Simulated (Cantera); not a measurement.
# Transport properties of process gases

Gas mixture: NO = 0.43 (molar parts), at 82.0 Pa, frozen composition.

Cantera's kinetic-theory transport with the Lennard-Jones parameters of GRI-Mech 3.0, ideal gas; thermal conductivity in the multicomponent form. The composition is frozen, though it would react at the higher temperatures.

```csv
T (K),ρ (kg/m³),cp (J/kg/K),μ (µPa s),λ (mW/m/K),Pr,D (cm²/s) OH,D (cm²/s) NH3,D (cm²/s) H2
400,0.000740,998.6,23.1,32.5,0.711,639,466,1560
600,0.000493,1041,30.6,45.0,0.708,1270,979,3090
800,0.000370,1092,37.1,57.3,0.708,2060,1630,4980
1000,0.000296,1133,42.9,68.8,0.707,2990,2400,7210
1200,0.000247,1159,48.4,79.3,0.707,4050,3280,9760
1400,0.000211,1181,53.4,89.3,0.707,5220,4250,12600
```
D: mixture-averaged diffusion coefficient of that species in the mixture.
